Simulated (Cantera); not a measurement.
Input: 1 mol V2O3, a varied amount of H2, held at 2075 K and 1 atm.

Method: chemical equilibrium by Gibbs-energy minimisation in Cantera with the NASA 1993 tables (ideal gas, pure condensed phases). Candidate condensed phases: H2O, V, VO, V2O3, V2O4, V2O5; 12 gas species. Mutual solubility and eutectic melting of coexisting phases are not modelled. VO: taken at fixed stoichiometry. Condensed phases not in the tables: the oxides between V2O3 and V2O5 other than VO2. Kinetics and transport are ignored.

x: gas mole fraction; n: condensed amount in mol.

```json
[
 {"n(H2) (mol)": "23", "x H2": "0.961", "x H2O": "0.0365", "x H": "0.00259", "x VO2": "4.01e-5", "n VO(l)": "1.68", "n V2O3(s)": "0.158"},
 {"n(H2) (mol)": "38", "x H2": "0.971", "x H2O": "0.0262", "x H": "0.00261", "x VO2": "2.85e-5", "n VO(l)": "2.00", "n V2O3(s)": "0"},
 {"n(H2) (mol)": "64", "x H2": "0.982", "x H2O": "0.0156", "x H": "0.00262", "x VO2": "1.68e-5", "n VO(l)": "2.00", "n V2O3(s)": "0"},
 {"n(H2) (mol)": "110", "x H2": "0.988", "x H2O": "0.00907", "x H": "0.00263", "x VO2": "9.69e-6", "n VO(l)": "2.00", "n V2O3(s)": "0"},
 {"n(H2) (mol)": "180", "x H2": "0.992", "x H2O": "?", "x H": "0.00264", "x VO2": "?", "n VO(l)": "2.00", "n V2O3(s)": "0"},
 {"n(H2) (mol)": "300", "x H2": "0.994", "x H2O": "?", "x H": "0.00264", "x VO2": "?", "n VO(l)": "2.00", "n V2O3(s)": "0"},
 {"n(H2) (mol)": "500", "x H2": "0.995", "x H2O": "0.00200", "x H": "0.00264", "x VO2": "2.12e-6", "n VO(l)": "2.00", "n V2O3(s)": "0"},
 {"n(H2) (mol)": "840", "x H2": "0.996", "x H2O": "0.00119", "x H": "0.00264", "x VO2": "1.26e-6", "n VO(l)": "1.99", "n V2O3(s)": "0"},
 {"n(H2) (mol)": "1400", "x H2": "0.997", "x H2O": "0.000717", "x H": "0.00264", "x VO2": "7.59e-7", "n VO(l)": "1.98", "n V2O3(s)": "0"}
]
```

Problem. What belongs in the gaps?

Solution. 
- 180, x H2O: 0.00554
- 180, x VO2: 5.90e-6
- 300, x H2O: 0.00333
- 300, x VO2: 3.53e-6
